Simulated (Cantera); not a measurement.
What does this Cantera script print?

```python
import numpy as np
import cantera as ct

gas = ct.Solution("gri30.yaml")
gas.TPX = 900, 20000, {'CO': 0.0036, 'O2': 0.088, 'H2O': 0.0018, 'N2': 1}
reactor = ct.IdealGasConstPressureReactor(gas, energy="off", clone=False)
net = ct.ReactorNet([reactor])
net.rtol, net.atol = 1e-08, 1e-18
show = ['CO', 'O2', 'H2O', 'H2', 'NO']
times = np.geomspace(0.0001, 80, 10)

steps = ct.SolutionArray(gas, extra=["t"])
rows = []
print(f"{'t/s':>10s}{'T/K':>9s}{'P/Pa':>11s}" + "".join(f"{s:>11s}" for s in show))
for t in times:
    while net.time < t:
        t_next = net.step()
        steps.append(gas.state, t=t_next)
    rows.append([np.interp(t, steps.t, y) for y in (steps.T, steps.P, *steps(*show).X.T)])
    print(f"{t:10.3e}{rows[-1][0]:9.1f}{rows[-1][1]:11.4g}" + "".join(f"{x:11.3e}" for x in rows[-1][2:]))
rate = np.gradient(steps.T, steps.t)
print("integrator steps:", len(steps.t))
if steps.T.max() > steps.T[0] + 200:
    print(f"time of steepest temperature rise: {steps.t[rate.argmax()]:.4e} s")
gas.TPX = 900, 20000, {'CO': 0.0036, 'O2': 0.088, 'H2O': 0.0018, 'N2': 1}
gas.equilibrate("TP")
print(f"equilibrium (TP): T = {gas.T:.1f} K  " + "  ".join(f"{s} {gas[s].X[0]:.3e}" for s in show))
```

It prints:

```
       t/s      T/K       P/Pa         CO         O2        H2O         H2         NO
 1.000e-04    900.0      2e+04  3.292e-03  8.048e-02  1.646e-03  2.200e-21  4.597e-27
 4.528e-04    900.0      2e+04  3.292e-03  8.048e-02  1.646e-03  2.615e-19  1.015e-25
 2.050e-03    900.0      2e+04  3.292e-03  8.048e-02  1.646e-03  2.690e-17  2.130e-24
 9.283e-03    900.0      2e+04  3.292e-03  8.048e-02  1.646e-03  1.355e-15  4.434e-23
 4.203e-02    900.0      2e+04  3.292e-03  8.048e-02  1.646e-03  3.905e-14  9.908e-22
 1.903e-01    900.0      2e+04  3.292e-03  8.048e-02  1.646e-03  1.252e-12  3.893e-20
 8.618e-01    900.0      2e+04  3.291e-03  8.048e-02  1.646e-03  3.301e-09  1.751e-15
 3.902e+00    900.0      2e+04  1.567e-03  7.969e-02  1.646e-03  1.341e-06  1.401e-10
 1.767e+01    900.0      2e+04  2.186e-04  7.907e-02  1.648e-03  1.316e-07  4.979e-10
 8.000e+01    900.0      2e+04  9.086e-06  7.897e-02  1.649e-03  2.290e-09  5.391e-10
integrator steps: 998
equilibrium (TP): T = 900.0 K  CO 3.673e-14  O2 7.896e-02  H2O 1.649e-03  H2 4.225e-14  NO 6.132e-06
```

Detailed kinetics in Cantera: GRI-Mech 3.0 (53 species, 325 reactions).
